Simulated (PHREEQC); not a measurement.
City or well water: speciation

Model water analysis in mg/kgw, 25 °C, pH 7.38, pe 9.6:

```csv
constituent,mg/kgw
Na,9.72
K,0.0381
Ca,17.7
Mg,1.32
Cl,2.47
S(6) as SO4,29.7
Alkalinity as HCO3,48
Sr,1.38
Cd,7.08
```

Cl is adjusted to close the charge balance.
Valence states are taken as typed.

Model: ion-association model, phreeqc.dat, run in PHREEQC.

This is a speciation only: nothing precipitates in the calculation.

**Question.** Predict the specific conductance.

**Answer.** specific conductance 168 µS/cm.

**Question.** In which forms is Mg present?

**Answer.** Mg+2 95 %, MgSO4 4.2 %, MgHCO3+ 0.7 % of the Mg.

Examples of supersaturated solids here: Otavite. Others may be too. Complexes and solids missing from the database can't appear.
